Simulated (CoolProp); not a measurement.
Vapour-liquid equilibrium of R125 (1) + dimethyl ether (2) at 0.0277 MPa; x and y are mole fractions of (1).

The numbers come from the multi-fluid Helmholtz-energy mixture model, Lemmon 2005 and Wu 2011; pair parameters Bell 2016 in CoolProp.

| x | bubble temperature (K) | y at the bubble point | dew temperature at overall composition x (K) | liquid density (mol/L) |
|---|---|---|---|---|
| 0.05 | 221.7 | 0.078 | 221.9 | 16.52 |
| 0.15 | 220.5 | 0.235 | 221.1 | 16.14 |
| 0.25 | 219.0 | 0.394 | 220.3 | 15.77 |
| 0.35 | 217.1 | 0.546 | 219.4 | 15.42 |
| 0.45 | 214.9 | 0.684 | 218.3 | 15.09 |
| 0.55 | 212.4 | 0.799 | 217.1 | 14.77 |
| 0.65 | 209.8 | 0.885 | 215.6 | 14.45 |
| 0.75 | 207.1 | 0.943 | 213.6 | 14.13 |
| 0.85 | 204.7 | 0.977 | 211.0 | 13.81 |
| 0.95 | 202.7 | 0.995 | 206.7 | 13.46 |

No azeotrope shows between x = 0.05 and 0.95.

Pair parameters are fitted to limited data, so mixtures are less certain than the pure fluids.
